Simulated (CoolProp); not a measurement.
Saturated liquid density (kg/m³) of R245fa: the reference equation beside estimates from Tc = 427.0 K, pc = 3.651 MPa, ω = 0.378. Rackett uses Z = 0.29056 − 0.08775 ω.

Computed with CoolProp (reference Helmholtz-energy equation of state, Akasaka 2015).

```tsv
T (K)	reference	Rackett	van der Waals	Redlich-Kwong	Soave-Redlich-Kwong	Peng-Robinson
276.3	1396	[?]	821.4	[?]	1267	1431
282	1381	1451	813.0	1187	1254	1417
287.7	[?]	1434	804.4	1172	1240	1402
293.4	1351	1418	795.6	1156	1225	1386
299.1	1336	1401	786.5	1140	1211	1370
304.8	1320	1383	777.2	1124	1195	1353
310.6	1304	1365	767.5	1106	1178	1335
316.3	[?]	1347	757.7	1089	1162	1316
322	1271	[?]	747.6	1071	1144	1297
327.7	1254	1310	737.3	1052	1126	1276
333.4	1236	1290	726.5	1033	1107	1255
339.1	1218	1270	715.4	1013	1087	1233
344.8	1199	1250	[?]	992.2	1066	[?]
```

Problem. What belongs in the gaps?

Solution. 
- 276.3, Rackett: 1467
- 276.3, Redlich-Kwong: 1202
- 287.7, reference: 1366
- 316.3, reference: 1288
- 322, Rackett: 1329
- 344.8, van der Waals: 704.0
- 344.8, Peng-Robinson: 1209

Absolute difference from the reference over all 13 rows, mean and median: Rackett 4.7 and 4.7 %, van der Waals 41.2 and 41.2 %, Redlich-Kwong 15.3 and 15.2 %, Soave-Redlich-Kwong 9.8 and 9.7 %, Peng-Robinson 2.1 and 2.4 %.
